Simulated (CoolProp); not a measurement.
Vapour-liquid equilibrium of 1-butene (1) + n-butane (2) at 330.4 K; x and y are mole fractions of (1).

The numbers come from the multi-fluid Helmholtz-energy mixture model, Lemmon 2005 and Bücker 2006; pair parameters Bell 2016 in CoolProp.

```csv
x,bubble pressure (kPa),y at the bubble point,dew pressure at overall composition x (kPa),liquid density (mol/L)
0.05,602.5,0.058,601.6,9.193
0.125,611.9,0.144,609.8,9.231
0.2,621.5,0.227,618.3,9.269
0.275,631.2,0.309,627.1,9.307
0.35,640.8,0.388,636.2,9.345
0.425,650.3,0.464,645.4,9.384
0.5,659.6,0.539,654.8,9.424
0.575,668.7,0.612,664.2,9.464
0.65,677.5,0.682,673.5,9.505
0.725,685.9,0.752,682.7,9.547
0.8,693.9,0.820,691.6,9.590
0.875,701.5,0.888,700.1,9.635
0.95,708.5,0.955,708.0,9.681
```

No azeotrope shows between x = 0.05 and 0.95.

Pair parameters are fitted to limited data, so mixtures are less certain than the pure fluids.
